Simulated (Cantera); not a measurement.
Input: 1 mol Ca(OH)2, 0.9 mol H2, 5.6 mol CO2, held at 6600 Pa.

These are equilibrium values from Cantera (NASA tables, ideal gas, pure condensed phases), not measurements of a reactor. Candidate condensed phases: C, C6H6, C7H8, C8H18, Ca, CaCO3, CaO, Ca(OH)2, H2O; 115 gas species. Rates play no part.

Task: At 575 K, list the 5 most abundant gas species with their mole fractions, and the condensed phases.

Result: CO2 0.700, H2O 0.258, H2 0.0294, CH4 0.0111, CO 0.00201. Condensed: C(graphite) + CaCO3(calcite).
